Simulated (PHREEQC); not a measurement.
**Buffer**

Dissolve 59 mmol/kgw NaHSO4 and 0.43 mmol/kgw NaF at 25 °C. Closed to the air; pH follows from the charge balance.

Computed with PHREEQC (ion-association model, phreeqc.dat).

- pH: 1.62
- ionic strength: 0.113 mol/kgw
- specific conductance: 15000 µS/cm
- density: 1.003 g/cm³
- total alkalinity: -59.0 meq/kg

```tsv
species	molality	activity	log γ
Na+	0.0567	0.0441	-0.109
H+	0.0294	0.0241	-0.086
HSO4-	0.0292	0.0226	-0.111
SO4-2	0.0270	0.00967	-0.446
NaSO4-	0.00274	0.00214	-0.107
HF	0.000414	0.000425	0.011
F-	1.56e-5	1.18e-5	-0.124
NaF	2.91e-7	2.99e-7	0.011
HF2-	2.48e-8	1.92e-8	-0.111
```

This is a speciation only: nothing precipitates in the calculation. Species that the database lacks are ignored.
